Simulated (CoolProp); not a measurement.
Vapour-liquid equilibrium of carbon monoxide (1) + methane (2) at 0.388 MPa; x and y are mole fractions of (1).

The numbers come from the multi-fluid Helmholtz-energy mixture model, Lemmon 2006 and Setzmann 1991; pair parameters Kunz 2012 in CoolProp.

Problem. Give the bubble temperature and the first vapour's composition at x = 0.2, 0.35, 0.8. Is there an azeotrope?

Solution. x = 0.2: -159.8 °C, y = 0.736; x = 0.35: -166.7 °C, y = 0.875; x = 0.8: -175.2 °C, y = 0.976. No azeotrope shows between x = 0.05 and 0.95.

The pair parameters rest on a limited set of measurements; away from them the model extrapolates.
